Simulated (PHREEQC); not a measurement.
2.4 g of hydrous ferric oxide (600 m²/g; 0.2 weak and 0.005 strong sites per Fe, Dzombak-Morel constants, diffuse double layer) in 1 kg of water with 0.05 mol/kgw of an inert sodium salt, at 25 °C; the pH is set by adding NaOH or the inert anion's acid. Oxygen alone is held at its pressure in air (log pO2 = -0.68). CO2 from the air is kept out. Nothing may precipitate in this run.

Base run: PHREEQC, ion-association model, wateq4f.dat. Each further column changes one thing. The table gives surface charge σ (C/m²).

```json
[
 {"pH": "4", "base": "0.296", "background salt from 0.05 to 0.005 mol/kgw": "[?]", "oxide from 2.4 to 12 g/kgw": "0.302", "0.017 mol/kgw ZnSO4 added": "0.048"},
 {"pH": "5.33", "base": "0.147", "background salt from 0.05 to 0.005 mol/kgw": "0.071", "oxide from 2.4 to 12 g/kgw": "0.151", "0.017 mol/kgw ZnSO4 added": "0.045"},
 {"pH": "6.67", "base": "0.049", "background salt from 0.05 to 0.005 mol/kgw": "0.019", "oxide from 2.4 to 12 g/kgw": "0.049", "0.017 mol/kgw ZnSO4 added": "[?]"},
 {"pH": "8", "base": "0.003", "background salt from 0.05 to 0.005 mol/kgw": "0.001", "oxide from 2.4 to 12 g/kgw": "0.003", "0.017 mol/kgw ZnSO4 added": "[?]"},
 {"pH": "9.33", "base": "-0.039", "background salt from 0.05 to 0.005 mol/kgw": "[?]", "oxide from 2.4 to 12 g/kgw": "-0.039", "0.017 mol/kgw ZnSO4 added": "[?]"},
 {"pH": "10.67", "base": "-0.126", "background salt from 0.05 to 0.005 mol/kgw": "[?]", "oxide from 2.4 to 12 g/kgw": "-0.129", "0.017 mol/kgw ZnSO4 added": "0.012"},
 {"pH": "12", "base": "-0.282", "background salt from 0.05 to 0.005 mol/kgw": "[?]", "oxide from 2.4 to 12 g/kgw": "-0.288", "0.017 mol/kgw ZnSO4 added": "-0.087"}
]
```

Question: What belongs in the gaps?

Answer: 
- 4, background salt from 0.05 to 0.005 mol/kgw: 0.194
- 6.67, 0.017 mol/kgw ZnSO4 added: 0.062
- 8, 0.017 mol/kgw ZnSO4 added: 0.102
- 9.33, background salt from 0.05 to 0.005 mol/kgw: -0.015
- 9.33, 0.017 mol/kgw ZnSO4 added: 0.090
- 10.67, background salt from 0.05 to 0.005 mol/kgw: -0.061
- 12, background salt from 0.05 to 0.005 mol/kgw: -0.220

 In at least one series the solution becomes supersaturated in solids that the run did not let form, among them Zincite(c), Zn4(OH)6SO4.
